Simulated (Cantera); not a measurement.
A closed system holds: 1 mol Si2H6, 15 mol O2, held at 6.90 mbar.

Cantera equilibrium calculation (NASA polynomials, part measured and part estimated; ideal gas, pure solids and liquids). Candidate condensed phases: H2O, Si, SiO2; 18 gas species. The feed counts by its element totals alone. The tables hold silica as quartz up to 1696 K and as liquid above; real silica turns to tridymite and cristobalite and melts near 1996 K. Equilibrium is a limit: real reactors are often held back by kinetics, nucleation or transport.

### Question
At 1698 K, list the 6 most abundant gas species with their mole fractions, and the condensed phases.

### Answer
O2 0.792, H2O 0.205, OH 0.00249, O 0.000469, H2 5.47e-5, H 1.29e-5. Condensed: SiO2(condensed).
